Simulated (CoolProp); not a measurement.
A single-stage vapour-compression cycle with vinyl chloride: evaporating at 227.15 K (dew point), condensing at 267.15 K (bubble point), superheat 5 K, subcooling 2 K, compressor efficiency 0.9, no pressure losses. Each further row changes one setting.

Values from CoolProp's reference Helmholtz-energy equation of state, Thol 2022.

```json
[
 {"case": "as stated", "cooling COP": "4.45", "pressure ratio": "6.38", "discharge temperature (K)": "324.4", "refrigerating effect (kJ/kg)": "328", "volumetric capacity (kJ/m³)": "233"},
 {"case": "evaporating temperature 232.15 K", "cooling COP": "5.30", "pressure ratio": "4.86", "discharge temperature (K)": "316.0", "refrigerating effect (kJ/kg)": "332", "volumetric capacity (kJ/m³)": "303"},
 {"case": "condensing temperature 262.15 K", "cooling COP": "5.17", "pressure ratio": "5.25", "discharge temperature (K)": "314.2", "refrigerating effect (kJ/kg)": "336", "volumetric capacity (kJ/m³)": "238"},
 {"case": "subcooling 7 K", "cooling COP": "4.55", "pressure ratio": "6.38", "discharge temperature (K)": "324.4", "refrigerating effect (kJ/kg)": "336", "volumetric capacity (kJ/m³)": "238"},
 {"case": "superheat 15 K", "cooling COP": "4.37", "pressure ratio": "6.38", "discharge temperature (K)": "335.6", "refrigerating effect (kJ/kg)": "336", "volumetric capacity (kJ/m³)": "228"},
 {"case": "compressor efficiency 0.8", "cooling COP": "3.95", "pressure ratio": "6.38", "discharge temperature (K)": "334.3", "refrigerating effect (kJ/kg)": "328", "volumetric capacity (kJ/m³)": "233"}
]
```
